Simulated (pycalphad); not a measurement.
## Effect of Fe content in Si-Fe

All values are pycalphad results on the COST 507 light-alloy database (1999) (1 atm), not direct measurements. These are 1990s assessments: newer ones move some temperatures and phases. Amounts are mole fractions of atoms. Kinetics are ignored, which matters at the lower temperatures.

```tsv
alloy	liquidus (K)	first solid	solidus (K)	phases at 650 K
Si-29.8Fe (at.%)	1482	FESI2_H	1478	FESI2_L 0.89, diamond (Si) 0.11
Si-44.7Fe (at.%)	1659	FESI	1477	FESI 0.68, FESI2_L 0.32
Si-89.4Fe (at.%)	1714	bcc	1687	ordered bcc (B2) 1.00
```

Database names, with the compositions (at.%) that they take in these runs: FESI2_H: Si 70 Fe 30; FESI2_L: Si 67 Fe 33; FESI: Si 50 Fe 50.
